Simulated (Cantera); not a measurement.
Low-pressure radical oxidation in H2/O2

An isothermal, constant-pressure homogeneous reactor starts with H2 : O2 : N2 = 0.18 : 1 : 1.9 (molar parts), at 1250 K and 2670 Pa.

Computed with Cantera and the H2/O2 subset of GRI-Mech 3.0, which has no nitrogen chemistry. Radical loss at walls, strong at low pressure, is not modelled. The temperature is held fixed by assumption; the heat of reaction is taken as removed at once.

```tsv
t (s)	x H2	x O2	x O	x H2O2	x HO2	x OH
1.00e-5	0.0584	0.325	7.65e-11	<1e-12	8.64e-10	7.24e-11
4.27e-5	0.0584	0.325	1.13e-9	1.13e-12	3.69e-9	9.33e-10
0.000182	0.0584	0.325	2.09e-8	2.03e-11	1.58e-8	1.42e-8
0.000777	0.0584	0.325	2.69e-5	5.87e-10	2.60e-7	1.77e-5
0.00331	0.00216	0.288	0.0249	1.27e-7	3.17e-6	0.00358
0.0141	0.00131	0.295	0.0137	1.40e-7	3.05e-6	0.00281
0.0603	0.000229	0.303	0.00225	1.06e-7	1.85e-6	0.00118
0.257	1.47e-5	0.304	0.000144	3.00e-8	3.41e-7	0.000300
1.10	1.30e-6	0.304	1.29e-5	5.95e-9	4.36e-8	9.01e-5
4.69	1.87e-7	0.304	1.88e-6	1.23e-9	9.97e-9	3.44e-5
20.0	4.02e-8	0.304	4.07e-7	3.18e-10	8.17e-9	1.60e-5
```
x: mole fraction; the columns are a selection and need not sum to one.

Equilibrium at this temperature and pressure: H2 2.32e-8, O2 0.304, O 2.35e-7, H2O2 2.00e-10, HO2 9.47e-9, OH 1.21e-5 (gas phase only).
